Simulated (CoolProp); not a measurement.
Properties of ethanol along the isobar 101 kPa (Tc = 514.7 K, pc = 6268 kPa, ω = 0.644).

Model: reference Helmholtz-energy equation of state, Schroeder 2014, in CoolProp.

```
T (K)  phase  cv (kJ/(kg K))  isothermal compressibility (1/MPa)  conductivity (mW/(m K))  Prandtl number  fugacity coefficient
-----  -----  --------------  ----------------------------------  -----------------------  --------------  --------------------
377.2    gas           1.554                               10.14                     23.5               …                0.9779
385.8    gas           1.578                               10.11                     24.4           0.837                0.9802
394.5    gas           1.603                               10.09                     25.4               …                0.9823
403.1    gas               …                               10.07                     26.4           0.830                0.9841
411.7    gas           1.653                               10.05                     27.4           0.827                0.9857
420.4    gas               …                               10.03                     28.4           0.825                0.9871
429      gas           1.704                               10.02                     29.4           0.823                0.9883
437.6    gas           1.729                               10.01                        …           0.821                0.9894
446.2    gas           1.755                               9.999                        …           0.820                0.9904
454.9    gas           1.780                               9.990                     32.5           0.818                0.9913
463.5    gas           1.806                               9.982                        …           0.817                0.9920
472.1    gas           1.831                               9.975                     34.6           0.816                0.9927
480.7    gas           1.855                               9.968                     35.7           0.816                0.9933
489.4    gas           1.880                               9.963                        …           0.815                0.9939
498      gas           1.905                               9.957                     37.8           0.814                0.9944
```

**Question.** Fill in the missing entries.

**Answer.** 
- 377.2, Prandtl number: 0.842
- 394.5, Prandtl number: 0.833
- 403.1, cv (kJ/(kg K)): 1.628
- 420.4, cv (kJ/(kg K)): 1.679
- 437.6, conductivity (mW/(m K)): 30.4
- 446.2, conductivity (mW/(m K)): 31.4
- 463.5, conductivity (mW/(m K)): 33.5
- 489.4, conductivity (mW/(m K)): 36.7

Viscosity comes from a separate model (Kiselev 2005). Thermal conductivity comes from a separate model (Assael 2013).
